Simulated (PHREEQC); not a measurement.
Solution (25 °C): 4 mmol/kgw HBr, 0.16 mmol/kgw CaCl2 and 73 mmol/kgw CuCl2. It is in equilibrium with CO2 at log p = 0 (atm). Otherwise closed; pH follows from the charge balance.

Equilibrium calculation in PHREEQC: ion-association model, wateq4f.dat.

No solid was allowed to form.

Question: Predict the pH, ionic strength.

Answer: pH 2.49; ionic strength 0.207 mol/kgw.

Question: In which forms is Cl present?

Answer: Cl- 94 %, CuCl+ 5.3 % of the Cl.
